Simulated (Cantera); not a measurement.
What does this Cantera script print?

```python
import numpy as np
import cantera as ct

gas_names = """
    CL CL2 H HCL H2 Si SiCL SiCL2 SiCL3 SiCL4 SiH SiHCL3 SiH2 SiH2CL2 SiH3 SiH3CL SiH4 Si2 Si3
""".split()
cond_names = """
    Si(cr) Si(L)
""".split()


def load(file, names, dense=False):
    # The tables refer to 1 bar. Condensed volumes are neglected.
    table = {s.name: s for s in ct.Species.list_from_file(file)}
    out = []
    for n in names:
        d = dict(table[n].input_data)
        d["thermo"] = dict(d["thermo"], **{"reference-pressure": 1e5})
        if dense:
            d["equation-of-state"] = {"model": "constant-volume", "density": "1e6 g/cm^3"}
        out.append(ct.Species.from_dict(d))
    return out


gas = ct.Solution(thermo="ideal-gas", species=load("nasa_gas.yaml", gas_names))
cond = {s.name: ct.Solution(thermo="fixed-stoichiometry", species=[s], name=s.name)
        for s in load("nasa_condensed.yaml", cond_names, dense=True)}
atoms = {
    'Si': {'Si': 1},
    'H2': {'H': 2},
    'HCl': {'H': 1, 'CL': 1},
}
top_T = {}  # K; cautious upper limits of use, not melting points


def equilibrate(T, P, feed):
    n = {}
    for name, mol in feed.items():
        for a, k in atoms[name].items():
            n[a] = n.get(a, 0.0) + k * mol
    gas.TPX = T, P, n
    mass = sum(n.values()) * gas.mean_molecular_weight
    gas.equilibrate("TP")
    valid = [c for c in cond.values() if c.min_temp <= T <= top_T.get(c.name, c.max_temp)]
    mix = ct.Mixture([(gas, mass / gas.mean_molecular_weight)] + [(c, 0.0) for c in valid])
    mix.T, mix.P = T, P
    mix.equilibrate("TP", solver="vcs", rtol=1e-11, max_steps=5000)
    return mix


results = []
feed = {'Si': 1, 'H2': 1.3, 'HCl': 4}  # mol
P = 17000  # Pa
for T in [623, 648, 673, 698, 723, 748, 773, 798, 823, 848, 873, 898, 923]:
    mix = equilibrate(T, P, feed)
    results.append((T, P, feed, dict(zip(mix.species_names, mix.species_moles))))
    x = sorted(zip(gas.X, gas.species_names), reverse=True)
    print(f"T = {T:g} K  P = {P:g} Pa  gas = {mix.phase_moles(0):.4g} mol")
    print("   x: " + "  ".join(f"{s} {v:.3e}" for v, s in x if v > 1e-05))
    print("   condensed (mol): " + ("  ".join(f"{mix.phase(i).name} {mix.phase_moles(i):.4g}"
          for i in range(1, mix.n_phases) if mix.phase_moles(i) > 1e-12) or "none"))
```

It prints:

```
T = 623 K  P = 17000 Pa  gas = 4.3 mol
   x: H2 7.646e-01  SiCL4 2.297e-01  HCL 2.853e-03  SiHCL3 2.849e-03
   condensed (mol): none
T = 648 K  P = 17000 Pa  gas = 4.3 mol
   x: H2 7.637e-01  SiCL4 2.289e-01  HCL 3.697e-03  SiHCL3 3.690e-03
   condensed (mol): none
T = 673 K  P = 17000 Pa  gas = 4.3 mol
   x: H2 7.627e-01  SiCL4 2.279e-01  HCL 4.694e-03  SiHCL3 4.681e-03
   condensed (mol): none
T = 698 K  P = 17000 Pa  gas = 4.3 mol
   x: H2 7.616e-01  SiCL4 2.267e-01  HCL 5.850e-03  SiHCL3 5.829e-03
   condensed (mol): none
T = 723 K  P = 17000 Pa  gas = 4.3 mol
   x: H2 7.603e-01  SiCL4 2.254e-01  HCL 7.173e-03  SiHCL3 7.139e-03  SiH2CL2 1.568e-05
   condensed (mol): none
T = 748 K  P = 17000 Pa  gas = 4.3 mol
   x: H2 7.588e-01  SiCL4 2.239e-01  HCL 8.667e-03  SiHCL3 8.613e-03  SiH2CL2 2.422e-05
   condensed (mol): none
T = 773 K  P = 17000 Pa  gas = 4.3 mol
   x: H2 7.571e-01  SiCL4 2.223e-01  HCL 1.033e-02  SiHCL3 1.025e-02  SiH2CL2 3.631e-05  SiCL3 1.126e-05
   condensed (mol): none
T = 798 K  P = 17000 Pa  gas = 4.3 mol
   x: H2 7.553e-01  SiCL4 2.204e-01  HCL 1.217e-02  SiHCL3 1.205e-02  SiH2CL2 5.299e-05  SiCL3 2.236e-05
   condensed (mol): none
T = 823 K  P = 17000 Pa  gas = 4.3 mol
   x: H2 7.533e-01  SiCL4 2.184e-01  HCL 1.419e-02  SiHCL3 1.399e-02  SiH2CL2 7.541e-05  SiCL3 4.253e-05
   condensed (mol): none
T = 848 K  P = 17000 Pa  gas = 4.3 mol
   x: H2 7.511e-01  SiCL4 2.163e-01  HCL 1.638e-02  SiHCL3 1.609e-02  SiH2CL2 1.049e-04  SiCL3 7.774e-05
   condensed (mol): none
T = 873 K  P = 17000 Pa  gas = 4.3 mol
   x: H2 7.487e-01  SiCL4 2.139e-01  HCL 1.874e-02  SiHCL3 1.831e-02  SiH2CL2 1.428e-04  SiCL3 1.370e-04
   condensed (mol): none
T = 898 K  P = 17000 Pa  gas = 4.301 mol
   x: H2 7.462e-01  SiCL4 2.115e-01  HCL 2.128e-02  SiHCL3 2.064e-02  SiCL3 2.335e-04  SiH2CL2 1.905e-04  SiCL2 1.247e-05
   condensed (mol): none
T = 923 K  P = 17000 Pa  gas = 4.301 mol
   x: H2 7.435e-01  SiCL4 2.088e-01  HCL 2.400e-02  SiHCL3 2.306e-02  SiCL3 3.854e-04  SiH2CL2 2.493e-04  SiCL2 2.865e-05
   condensed (mol): none
```

These are equilibrium values from Cantera (NASA tables, ideal gas, pure condensed phases), not measurements of a reactor. The tables' values for SiCl3 are old estimates; treat these amounts as uncertain.
